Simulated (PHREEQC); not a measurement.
1 kg of water holding 0.038 mol CaCl2, 0.031 mol NaCl, 0.28 mol SrCl2, 0.023 mol KCl and 0.072 mol MgCl2 is evaporated at 25 °C; the solids stay in contact with the brine. CO2 from the air is kept out. Solids allowed: Bischofite, Brucite, Carnallite, Halite, Portlandite, Sylvite, MgCl2_4H2O. Others were left out.

Model: Pitzer model, pitzer.dat, run in PHREEQC.

| water left (kg) | ionic strength | water activity | Na in solution (mol/kgw) | Cl in solution (mol/kgw) | Mg in solution (mol/kgw) |
|---|---|---|---|---|---|
| 1 | 1.22 | 0.980 | 0.0310 | 0.834 | 0.0720 |
| 0.8219 | 1.49 | 0.975 | 0.0377 | 1.01 | 0.0876 |
| 0.5552 | 2.20 | 0.961 | 0.0558 | 1.50 | 0.130 |
| 0.4563 | 2.68 | 0.951 | 0.0679 | 1.83 | 0.158 |
| 0.375 | 3.26 | 0.937 | 0.0827 | 2.22 | 0.192 |
| 0.2533 | 4.83 | 0.896 | 0.122 | 3.29 | 0.284 |
| 0.2082 | 5.88 | 0.864 | 0.149 | 4.01 | 0.346 |
| 0.1711 | 7.15 | 0.821 | 0.181 | 4.87 | 0.421 |
| 0.1156 | 10.6 | 0.689 | 0.268 | 7.21 | 0.623 |
| 0.09502 | 12.9 | 0.593 | 0.326 | 8.78 | 0.758 |

Species that the database lacks are ignored.
